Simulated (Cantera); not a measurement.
A closed system holds: 1 mol PbO, 0.05 mol CO, 91 mol H2, held at 100000 Pa.

Cantera equilibrium calculation (NASA polynomials, part measured and part estimated; ideal gas, pure solids and liquids). Candidate condensed phases: C, C6H6, C7H8, C8H18, H2O, Pb, PbO, PbO2, Pb3O4; 113 gas species. Kinetics and transport are ignored.

log p: log10 of the partial pressure in bar; n: condensed amount in mol.

```tsv
T (K)	log p H2	log p H2O	log p Pb	log p CH4	log p CO	log p H	log p CO2	n Pb(l)
773	-0.01	-1.94	-7.64	-3.26	(withheld)	<-12	-8.41	1.000
873	-0.01	-1.94	-6.20	-3.26	(withheld)	-10.33	-6.97	1.000
973	-0.01	-1.94	-5.06	-3.32	(withheld)	-8.97	-5.88	0.999
1073	-0.01	-1.95	-4.14	-3.73	(withheld)	-7.86	-5.36	0.993
1173	-0.01	-1.96	-3.37	-4.51	-3.29	-6.93	-5.35	0.962
1273	-0.01	-1.96	-2.74	-5.28	-3.27	-6.15	-5.44	0.833
1373	-0.01	-1.96	-2.19	-5.96	-3.27	-5.48	-5.53	0.412
1473	-0.01	-1.96	-1.96	-6.54	-3.27	-4.90	-5.62	0
1573	-0.01	-1.96	-1.96	-7.05	-3.27	-4.40	-5.68	0
```

### Question
Some entries are withheld; supply them.

### Answer

- 773, log p CO: -7.19
- 873, log p CO: -5.47
- 973, log p CO: -4.15
- 1073, log p CO: -3.44
